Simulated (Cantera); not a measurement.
A perfectly stirred reactor is fed with 31.6 % H2, 40.0 % O2, 28.4 % N2, at 13300 Pa; it is held at 1023 K, and followed from long to short residence time.

Model: GRI-Mech 3.0 (53 species, 325 reactions), integrated in Cantera. Radical loss at walls, strong at low pressure, is not modelled. The temperature is held fixed by assumption; the heat of reaction is taken as removed at once.

One state of this run: x H2 = 0.0141; x O2 = 0.292; x OH = 0.000753; x N2O = 2.01e-8; x O = 0.000844; x HO2 = 7.92e-5; x H = 0.000696. x: mole fraction; the columns are a selection and need not sum to one.

Which value of τ (s) does it belong to?
A) 4.2
B) 0.25
C) 17
D) 0.015

D, 0.015
